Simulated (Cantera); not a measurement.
# Equilibrium for tantalum, niobium, vanadium and zirconium in process gases: Ta(OEt)5 + H2O + H2

Input: 1 mol Ta(OEt)5, 0.33 mol H2O, 34 mol H2, at 1580 Torr.

These are equilibrium values from Cantera (NASA tables, ideal gas, pure condensed phases), not measurements of a reactor. Candidate condensed phases: C, C6H6, C7H8, C8H18, H2O, Ta, TaC, Ta2O5; 113 gas species. The feed counts by its element totals alone. TaC: taken at fixed stoichiometry. Condensed phases not in the tables: Ta2C. Kinetics and transport are ignored.

```json
[
 {"T (°C)": "527", "x H2": "0.653", "x CH4": "0.270", "x CO": "0.000529", "x H2O": "0.0757", "x H": "1.62e-12", "x C2H2 (acetylene)": "<1e-12", "x CO2": "0.000259", "x C4H2": "<1e-12", "n Ta2O5(s)": "0.500", "n C(graphite)": "0", "n TaC(s)": "0"},
 {"T (°C)": "727", "x H2": "0.806", "x CH4": "0.130", "x CO": "0.0375", "x H2O": "0.0251", "x H": "1.41e-9", "x C2H2 (acetylene)": "9.19e-10", "x CO2": "0.00168", "x C4H2": "<1e-12", "n Ta2O5(s)": "0.500", "n C(graphite)": "2.73", "n TaC(s)": "0"},
 {"T (°C)": "927", "x H2": "0.914", "x CH4": "0.0277", "x CO": "0.0557", "x H2O": "0.00277", "x H": "1.30e-7", "x C2H2 (acetylene)": "9.38e-8", "x CO2": "0.000123", "x C4H2": "<1e-12", "n Ta2O5(s)": "0.500", "n C(graphite)": "5.97", "n TaC(s)": "0"},
 {"T (°C)": "1127", "x H2": "0.890", "x CH4": "0.00718", "x CO": "0.102", "x H2O": "0.000711", "x H": "3.17e-6", "x C2H2 (acetylene)": "2.24e-6", "x CO2": "3.76e-5", "x C4H2": "2.13e-12", "n Ta2O5(s)": "0", "n C(graphite)": "3.34", "n TaC(s)": "1.00"},
 {"T (°C)": "1327", "x H2": "0.895", "x CH4": "0.00274", "x CO": "0.102", "x H2O": "0.000168", "x H": "3.55e-5", "x C2H2 (acetylene)": "2.46e-5", "x CO2": "6.39e-6", "x C4H2": "2.62e-10", "n Ta2O5(s)": "0", "n C(graphite)": "3.53", "n TaC(s)": "1.00"},
 {"T (°C)": "1527", "x H2": "0.896", "x CH4": "0.00130", "x CO": "0.102", "x H2O": "5.49e-5", "x H": "0.000234", "x C2H2 (acetylene)": "0.000157", "x CO2": "1.64e-6", "x C4H2": "1.09e-8", "n Ta2O5(s)": "0", "n C(graphite)": "3.59", "n TaC(s)": "1.00"},
 {"T (°C)": "1727", "x H2": "0.895", "x CH4": "0.000714", "x CO": "0.102", "x H2O": "2.25e-5", "x H": "0.00106", "x C2H2 (acetylene)": "0.000688", "x CO2": "5.61e-7", "x C4H2": "2.12e-7", "n Ta2O5(s)": "0", "n C(graphite)": "3.56", "n TaC(s)": "1.00"},
 {"T (°C)": "1927", "x H2": "0.892", "x CH4": "0.000439", "x CO": "0.102", "x H2O": "1.09e-5", "x H": "0.00367", "x C2H2 (acetylene)": "0.00228", "x CO2": "2.36e-7", "x C4H2": "2.38e-6", "n Ta2O5(s)": "0", "n C(graphite)": "3.41", "n TaC(s)": "1.00"},
 {"T (°C)": "2127", "x H2": "0.881", "x CH4": "0.000290", "x CO": "0.102", "x H2O": "5.93e-6", "x H": "0.0103", "x C2H2 (acetylene)": "0.00615", "x CO2": "1.16e-7", "x C4H2": "1.76e-5", "n Ta2O5(s)": "0", "n C(graphite)": "3.00", "n TaC(s)": "1.00"},
 {"T (°C)": "2327", "x H2": "0.860", "x CH4": "0.000200", "x CO": "0.101", "x H2O": "3.49e-6", "x H": "0.0246", "x C2H2 (acetylene)": "0.0139", "x CO2": "6.34e-8", "x C4H2": "9.37e-5", "n Ta2O5(s)": "0", "n C(graphite)": "2.15", "n TaC(s)": "1.00"},
 {"T (°C)": "2527", "x H2": "0.821", "x CH4": "0.000139", "x CO": "0.0996", "x H2O": "2.16e-6", "x H": "0.0512", "x C2H2 (acetylene)": "0.0274", "x CO2": "3.76e-8", "x C4H2": "0.000380", "n Ta2O5(s)": "0", "n C(graphite)": "0.603", "n TaC(s)": "1.00"}
]
```
x: gas mole fraction; n: condensed amount in mol.

At 527 °C the condensed part is Ta2O5(s). From 727 °C to 927 °C the condensed part is C(graphite) + Ta2O5(s). From 1127 °C to 2527 °C the condensed part is C(graphite) + TaC(s).
